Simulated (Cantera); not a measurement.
Input (Python, Cantera) and output of one run.

```python
import numpy as np
import cantera as ct

gas_names = """
    H HO2 H2 H2O H2O2 Hg O OH O2 O3
""".split()
cond_names = """
    H2O(s) H2O(L) Hg(cr) Hg(L) HgO(s)
""".split()


# ... load() reads the species with a 1 bar reference pressure and builds the phases ...
atoms = {
    'Hg': {'Hg': 1},
    'O2': {'O': 2},
    'H2': {'H': 2},
}
top_T = {}  # K; cautious upper limits of use, not melting points


# ... equilibrate(T, P, feed) seeds the gas with the atoms and calls Mixture.equilibrate('TP', solver="vcs", rtol=1e-11, max_steps=5000) ...
results = []
T = 1173.15  # K
P = 70  # Pa
for m in [0.1, 0.12, 0.15, 0.18, 0.22, 0.27, 0.33, 0.41, 0.5, 0.6, 0.74, 0.9]:
    feed = {'Hg': 1, 'O2': 0.33, 'H2': m}  # mol
    mix = equilibrate(T, P, feed)
    results.append((T, P, feed, dict(zip(mix.species_names, mix.species_moles))))
    x = sorted(zip(gas.X, gas.species_names), reverse=True)
    print(f"T = {T:g} K  P = {P:g} Pa  n(H2) = {m:g} mol  gas = {mix.phase_moles(0):.4g} mol")
    print("   x: " + "  ".join(f"{s} {v:.3e}" for v, s in x if v > 1e-06))
    print("   condensed (mol): " + ("  ".join(f"{mix.phase(i).name} {mix.phase_moles(i):.4g}"
          for i in range(1, mix.n_phases) if mix.phase_moles(i) > 1e-12) or "none"))
```

Result:

```
T = 1173.15 K  P = 70 Pa  n(H2) = 0.1 mol  gas = 1.38 mol
   x: Hg 7.246e-01  O2 2.029e-01  H2O 7.246e-02  OH 1.069e-05
   condensed (mol): none
T = 1173.15 K  P = 70 Pa  n(H2) = 0.12 mol  gas = 1.39 mol
   x: Hg 7.194e-01  O2 1.942e-01  H2O 8.632e-02  OH 1.154e-05
   condensed (mol): none
T = 1173.15 K  P = 70 Pa  n(H2) = 0.15 mol  gas = 1.405 mol
   x: Hg 7.117e-01  O2 1.815e-01  H2O 1.068e-01  OH 1.262e-05
   condensed (mol): none
T = 1173.15 K  P = 70 Pa  n(H2) = 0.18 mol  gas = 1.42 mol
   x: Hg 7.042e-01  O2 1.690e-01  H2O 1.268e-01  OH 1.351e-05
   condensed (mol): none
T = 1173.15 K  P = 70 Pa  n(H2) = 0.22 mol  gas = 1.44 mol
   x: Hg 6.944e-01  O2 1.528e-01  H2O 1.528e-01  OH 1.446e-05
   condensed (mol): none
T = 1173.15 K  P = 70 Pa  n(H2) = 0.27 mol  gas = 1.465 mol
   x: Hg 6.826e-01  H2O 1.843e-01  O2 1.331e-01  OH 1.535e-05
   condensed (mol): none
T = 1173.15 K  P = 70 Pa  n(H2) = 0.33 mol  gas = 1.495 mol
   x: Hg 6.689e-01  H2O 2.207e-01  O2 1.104e-01  OH 1.603e-05
   condensed (mol): none
T = 1173.15 K  P = 70 Pa  n(H2) = 0.41 mol  gas = 1.535 mol
   x: Hg 6.515e-01  H2O 2.671e-01  O2 8.143e-02  OH 1.634e-05
   condensed (mol): none
T = 1173.15 K  P = 70 Pa  n(H2) = 0.5 mol  gas = 1.58 mol
   x: Hg 6.329e-01  H2O 3.164e-01  O2 5.063e-02  OH 1.579e-05
   condensed (mol): none
T = 1173.15 K  P = 70 Pa  n(H2) = 0.6 mol  gas = 1.63 mol
   x: Hg 6.135e-01  H2O 3.681e-01  O2 1.840e-02  OH 1.322e-05
   condensed (mol): none
T = 1173.15 K  P = 70 Pa  n(H2) = 0.74 mol  gas = 1.74 mol
   x: Hg 5.747e-01  H2O 3.793e-01  H2 4.598e-02
   condensed (mol): none
T = 1173.15 K  P = 70 Pa  n(H2) = 0.9 mol  gas = 1.9 mol
   x: Hg 5.263e-01  H2O 3.474e-01  H2 1.263e-01  H 1.588e-06
   condensed (mol): none
```

These are equilibrium values from Cantera (NASA tables, ideal gas, pure condensed phases), not measurements of a reactor.
